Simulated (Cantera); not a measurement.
A perfectly stirred reactor is fed with CH4 : O2 : N2 : H2O = 1 : 2.13 : 8 : 0.42 (molar parts), equivalence ratio 0.94, at 9.87 atm; it is adiabatic with a 700 K inlet, and is followed from long to short residence time, starting on the burning branch (τ in s: 0.032, 0.014, 0.0062, 0.0027, 0.0012, 0.00053, 0.00023, 0.0001, 4.5e-05, 2e-05, 8.6e-06, 3.8e-06).

Model: GRI-Mech 3.0 (53 species, 325 reactions), integrated in Cantera.

Predict: blow-out, bracketed by the residence times tried; x(CH4) at τ = 32.0 ms; x(O2) at τ = 32.0 ms; x(H2O) at τ = 32.0 ms; x(CO) at τ = 32.0 ms; x(HO2) at τ = 32.0 ms; x(CH4) at τ = 0.230 ms; x(O2) at τ = 0.230 ms; x(H2O) at τ = 0.230 ms; x(CO) at τ = 0.230 ms; x(HO2) at τ = 0.230 ms.


```
Item                                                                          Result
------------------------------------------------  ----------------------------------
blow-out, bracketed by the residence times tried  burning at 20.0 µs, out at 8.60 µs
x(CH4) at τ = 32.0 ms                                                        1.11e-6
x(O2) at τ = 32.0 ms                                                          0.0121
x(H2O) at τ = 32.0 ms                                                          0.204
x(CO) at τ = 32.0 ms                                                         0.00492
x(HO2) at τ = 32.0 ms                                                        3.22e-6
x(CH4) at τ = 0.230 ms                                                       9.22e-5
x(O2) at τ = 0.230 ms                                                         0.0175
x(H2O) at τ = 0.230 ms                                                         0.199
x(CO) at τ = 0.230 ms                                                         0.0112
x(HO2) at τ = 0.230 ms                                                       8.19e-6
```
